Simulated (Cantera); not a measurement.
What does this Cantera script print?

```python
import numpy as np
import cantera as ct

gas_names = """
    C CH CH2 CH3 CH2OH CH3O CH4 CH3OH CO CO2 COOH C2 C2H CHCO,ketyl C2H2,acetylene C2H2,vinylidene
    CH2CO,ketene C2H3,vinyl CH3CO,acetyl C2H4 C2H4O,ethylen CH3CHO,ethanal CH3COOH (HCOOH)2 C2H5 C2H6
    CH3OCH3 C2H5OH C2O C3 C3H3,propargyl C3H4,allene C3H4,propyne C3H4,cyclo- C3H5,allyl C3H6,propylene
    C3H6,cyclo- C3H6O C3H7,n-propyl C3H7,i-propyl C3H8 C3H8O,1propanol C3H8O,2propanol C3O2 C4 C4H2
    C4H4,1,3-cyclo- C4H6,butadiene C4H6,2-butyne C4H6,cyclo- C4H8,1-butene C4H8,cis2-buten
    C4H8,tr2-butene C4H8,isobutene C4H8,cyclo- (CH3COOH)2 C4H9,n-butyl C4H9,i-butyl C4H9,s-butyl
    C4H9,t-butyl C4H10,isobutane C4H10,n-butane C5 C5H6,1,3cyclo- C5H8,cyclo- C5H10,1-pentene
    C5H10,cyclo- C5H11,pentyl C5H11,t-pentyl C5H12,n-pentane C5H12,i-pentane CH3C(CH3)2CH3 C6H2
    C6H5,phenyl C6H5O,phenoxy C6H6 C6H5OH,phenol C6H10,cyclo- C6H12,1-hexene C6H12,cyclo- C6H13,n-hexyl
    C7H7,benzyl C7H8 C7H8O,cresol C7H14,1-heptene C7H15,n-heptyl C7H16,n-heptane C8H8,styrene
    C8H10,ethylbenz C8H16,1-octene C8H17,n-octyl C8H18,isooctane C8H18,n-octane C9H19,n-nonyl
    C10H8,naphthale C10H21,n-decyl C12H9,o-bipheny C12H10,bipheny H HCO HO2 H2 HCHO,formaldehy HCOOH H2O
    H2O2 O OH O2 O3 Si SiC SiC2 SiC4H12 SiH SiH2 SiH3 SiH4 SiO SiO2 Si2 Si2C Si3
""".split()
cond_names = """
    C(gr) C6H6(L) C7H8(L) C8H18(L),n-octa H2O(s) H2O(L) Si(cr) Si(L) SiC(b) SiO2(Lqz) SiO2(hqz) SiO2(L)
""".split()


def load(file, names, dense=False):
    # The tables refer to 1 bar. Condensed volumes are neglected.
    table = {s.name: s for s in ct.Species.list_from_file(file)}
    out = []
    for n in names:
        d = dict(table[n].input_data)
        d["thermo"] = dict(d["thermo"], **{"reference-pressure": 1e5})
        if dense:
            d["equation-of-state"] = {"model": "constant-volume", "density": "1e6 g/cm^3"}
        out.append(ct.Species.from_dict(d))
    return out


gas = ct.Solution(thermo="ideal-gas", species=load("nasa_gas.yaml", gas_names))
cond = {s.name: ct.Solution(thermo="fixed-stoichiometry", species=[s], name=s.name)
        for s in load("nasa_condensed.yaml", cond_names, dense=True)}
atoms = {
    'TEOS': {'Si': 1, 'C': 8, 'H': 20, 'O': 4},
    'H2O': {'H': 2, 'O': 1},
    'H2': {'H': 2},
}
top_T = {'C(gr)': 4500, 'SiC(b)': 3050}  # K; cautious upper limits of use, not melting points


def equilibrate(T, P, feed):
    n = {}
    for name, mol in feed.items():
        for a, k in atoms[name].items():
            n[a] = n.get(a, 0.0) + k * mol
    gas.TPX = T, P, n
    mass = sum(n.values()) * gas.mean_molecular_weight
    gas.equilibrate("TP")
    valid = [c for c in cond.values() if c.min_temp <= T <= top_T.get(c.name, c.max_temp)]
    mix = ct.Mixture([(gas, mass / gas.mean_molecular_weight)] + [(c, 0.0) for c in valid])
    mix.T, mix.P = T, P
    mix.equilibrate("TP", solver="vcs", rtol=1e-11, max_steps=5000)
    return mix


results = []
feed = {'TEOS': 1, 'H2O': 0.43, 'H2': 10}  # mol
T = 850  # K
P = 12000  # Pa
mix = equilibrate(T, P, feed)
results.append((T, P, feed, dict(zip(mix.species_names, mix.species_moles))))
print(gas.report(threshold=0.001))
for i in range(1, mix.n_phases):
    print(f"{mix.phase(i).name:16s} {mix.phase_moles(i):12.5e} mol")
```

Output:

```
       temperature   850 K
          pressure   12000 Pa
           density   0.0089972 kg/m^3
  mean mol. weight   5.2988 kg/kmol
   phase of matter   gas

                          1 kg             1 kmol
                     ---------------   ---------------
          enthalpy       -1.2722e+06       -6.7414e+06  J
   internal energy        -2.606e+06       -1.3809e+07  J
           entropy             36951         1.958e+05  J/K
    Gibbs function       -3.2681e+07       -1.7317e+08  J
 heat capacity c_p            6125.7             32459  J/K
 heat capacity c_v            4556.5             24144  J/K

                      mass frac. Y      mole frac. X     chem. pot. / RT
                     ---------------   ---------------   ---------------
               CH4           0.15913          0.052558           -40.133
                CO           0.30804          0.058274           -45.798
               CO2          0.072909         0.0087785           -90.288
                H2           0.31921             0.839           -19.413
               H2O           0.14071          0.041388           -63.903
     [ +118 minor]        8.4816e-07        1.5068e-07

C(gr)             5.52042e+00 mol
Si(cr)            0.00000e+00 mol
SiC(b)            0.00000e+00 mol
SiO2(hqz)         1.00000e+00 mol
```

Equilibrium computed with Cantera from the NASA thermochemical tables; the gas is ideal and each condensed phase is pure. The feed counts by its element totals alone.
